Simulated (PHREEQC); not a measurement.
## Brine

Dissolve 5.7 mol LiBr, 0.87 mol BaCl2 and 0.38 mol MgCl2 per kg of water at 25 °C. Closed to the air; pH follows from the charge balance.

Model: Pitzer model, pitzer.dat, run in PHREEQC.

The ionic strength comes out as 9.45 mol/kgw. The activity of water is 0.553 and the density is 1.431 g/cm³. The osmotic coefficient is 2.174.

```tsv
species	molality	activity	log γ
Br-	5.70	8.49	0.173
Li+	5.70	163	1.457
Cl-	2.50	1.76	-0.152
Ba+2	0.870	5.10	0.768
Mg+2	0.380	83.6	2.342
H+	1.17e-6	6.02e-5	1.712
MgOH+	1.17e-6	1.19e-6	0.009
OH-	2.62e-9	9.29e-11	-1.449
```

This is a speciation only: nothing precipitates in the calculation.
